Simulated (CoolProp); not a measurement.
n-pentane at several states: fugacity coefficient from the reference equation and from simpler models built on Tc = 196.5 °C, pc = 3368 kPa, ω = 0.251; each cubic takes its own stable root.

The numbers come from the reference Helmholtz-energy equation of state, Thol 2019 in CoolProp.

| T (°C) | p (kPa) | phase | reference |
|---|---|---|---|
| 216.55 | 2880 | gas | 0.7549 |
| -67.35 | 5930 | liquid | 8.051e-5 |
| 6.95 | 20200 | liquid | 0.004227 |
| 136.05 | 3130 | liquid | 0.3435 |
| 73.05 | 15.8 | gas | 0.9955 |
| 147.35 | 178 | gas | 0.9738 |

Problem. How far does each simpler model (van der Waals, Redlich-Kwong, Soave-Redlich-Kwong, Peng-Robinson) lie from the reference over these 6 states: mean and median of the absolute difference, and the worst?

Solution. 
- van der Waals: mean 2425.3 %, median 24.7 %, worst +13202.7 % at -67.35 °C and 5930 kPa
- Redlich-Kwong: mean 57.0 %, median 8.6 %, worst +209.9 % at -67.35 °C and 5930 kPa
- Soave-Redlich-Kwong: mean 1.9 %, median 0.4 %, worst +7.5 % at 6.95 °C and 20200 kPa
- Peng-Robinson: mean 2.4 %, median 1.2 %, worst +9.2 % at -67.35 °C and 5930 kPa
